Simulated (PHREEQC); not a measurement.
Make-up at 25 °C: 0.0017 mol/kgw HF, 0.0016 mol/kgw CsF, 4e-05 mol/kgw (NH4)2SiF6 and 0.015 mol/kgw HCl. Closed to the air; pH follows from the charge balance.

All values are PHREEQC results (ion-association model, wateq4f.dat), not measurements.

```
quantity                    before     after
------------------------  --------  --------
pH                            1.91      1.94
ionic strength (mol/kgw)    0.0153    0.0154
F- (mol/kgw)              0.000196  0.000251
SiF6-2 (mol/kgw)           2.36e-5   3.34e-5
SI of Quartz (SiO2)          -0.80     -1.20
```

Q: What was changed between the two runs?
(A) CsF from 0.0016 to 0.0024 mol/kgw
(B) 0.00022 mol/kgw KOH added
(C) diluted 2-fold with water
(D) CsF left out
(E) 0.0038 mol/kgw KCl added

A: A, CsF from 0.0016 to 0.0024 mol/kgw

No solid was allowed to form. SiF6-2 is the database's only silicon fluoride.
